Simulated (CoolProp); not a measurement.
Vapour-liquid equilibrium of carbon dioxide (1) + R227EA (2) at 599 kPa; x and y are mole fractions of (1).

Values from CoolProp's multi-fluid Helmholtz-energy mixture model, Span 1996 and Lemmon 2016; pair parameters Bell 2016.

Give the bubble temperature and the first vapour's composition at x = 0.65, 0.725, 0.8. Is there an azeotrope?

x = 0.65: 231.5 K, y = 0.977; x = 0.725: 228.5 K, y = 0.984; x = 0.8: 225.9 K, y = 0.990. No azeotrope shows between x = 0.05 and 0.95.

The pair parameters rest on a limited set of measurements; away from them the model extrapolates.
